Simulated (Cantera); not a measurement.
Cantera with NASA thermochemical tables; ideal gases at 1 bar, condensed phases pure. Values are per mole of reaction as written; species without (g) are pure solids or liquids, kept so even where they would boil at 1 bar.

Ta₂O₅ + 5 H₂O(g) ⇌ 10 OH(g) + 2 Ta

```csv
T (K),ΔH° (kJ),ΔS° (J/K),ΔG° (kJ),log10 K,condensed phases
1623,(withheld),(withheld),(withheld),(withheld),"Ta₂O₅(s), Ta(s)"
1723,(withheld),(withheld),(withheld),(withheld),"Ta₂O₅(s), Ta(s)"
1823,3618.9,822.2,2120.1,-60.75,"Ta₂O₅(s), Ta(s)"
1923,(withheld),(withheld),(withheld),(withheld),"Ta₂O₅(s), Ta(s)"
2023,3609.6,817.3,1956.2,-50.51,"Ta₂O₅(s), Ta(s)"
2123,3482.0,755.3,1878.4,-46.22,"Ta₂O₅(l), Ta(s)"
```

### Question
Fill in the missing entries.

### Answer

- 1623, ΔH° (kJ): 3627.8
- 1623, ΔS° (J/K): 827.3
- 1623, ΔG° (kJ): 2285.1
- 1623, log10 K: -73.54
- 1723, ΔH° (kJ): 3623.4
- 1723, ΔS° (J/K): 824.7
- 1723, ΔG° (kJ): 2202.5
- 1723, log10 K: -66.77
- 1923, ΔH° (kJ): 3614.3
- 1923, ΔS° (J/K): 819.7
- 1923, ΔG° (kJ): 2038.0
- 1923, log10 K: -55.36
